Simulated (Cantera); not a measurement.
A closed system holds: 1 mol MgCO3, 0.035 mol C, 0.092 mol H2, at 773 K and 0.133 bar.

Cantera equilibrium calculation (NASA polynomials, part measured and part estimated; ideal gas, pure solids and liquids). Candidate condensed phases: C, C6H6, C7H8, C8H18, H2O, Mg, MgCO3, MgO, Mg(OH)2; 116 gas species. The numbers say what is thermodynamically allowed, not how fast it happens.

Base state: CO2 0.809, CO 0.110, H2O 0.0480, H2 0.0334, CH4 0.000153 (mole fractions); condensed: MgO(s).

**Question.** What changes in the equilibrium state with this change: C from 0.035 to 1.7 mol?

**Answer.** 
```csv
species,before,after
CO2,0.809,0.767
CO,0.110,0.154
H2,0.0334,0.0398
H2O,0.0480,0.0388
CH4,0.000153,0.000446
"MgO(s), mol",1.00,1.00
"C(graphite), mol",0,1.63
```
